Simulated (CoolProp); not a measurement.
Computed with CoolProp (reference Helmholtz-energy equation of state, Bücker 2006).

### Question
For ethane, give the phase and the density (kg/m³), cp (kJ/(kg K)), cv (kJ/(kg K)), speed of sound (m/s) at 44.45 °C and 45.7 bar; 44.45 °C and 60.9 bar; 44.45 °C and 76.1 bar.

### Answer
- 44.45 °C and 45.7 bar: gas; density 82.9, cp 3.58, cv 1.78, speed of sound 242
- 44.45 °C and 60.9 bar: supercritical; density 196, cp 14.2, cv 2.02, speed of sound 217
- 44.45 °C and 76.1 bar: supercritical; density 296, cp 5.60, cv 1.83, speed of sound 337
